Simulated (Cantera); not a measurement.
Charge: 1 mol FeS2, 1100 mol H2, 0.65 mol H2O, held at 4200 Torr.

Equilibrium computed with Cantera from the NASA thermochemical tables; the gas is ideal and each condensed phase is pure. Candidate condensed phases: Fe, FeO, Fe(OH)2, Fe(OH)3, FeS, FeSO4, FeS2, Fe2O3, Fe2(SO4)3, Fe3O4, H2O, H2SO4, S; 22 gas species. Equilibrium is a limit: real reactors are often held back by kinetics, nucleation or transport. All values below are at 1527 °C.

Base state: H2 0.997, H2S 0.00179, H2O 0.000590, H 0.000151, SH 3.05e-5 (mole fractions); condensed: Fe(δ).

Task: What changes in the equilibrium state with this change: FeS2 replaced by Cu2O?

Result: 
```
species       before     after
----------  --------  --------
H2             0.997     0.998
H2O         0.000590   0.00150
H           0.000151  0.000151
H2S          0.00179         0
Cu                 0   9.67e-5
SH           3.05e-5         0
Fe(δ), mol     0.994         0
Cu(l), mol         0      1.89
```
Further candidate phases: Cu, CuO, Cu(OH)2, Cu2O.
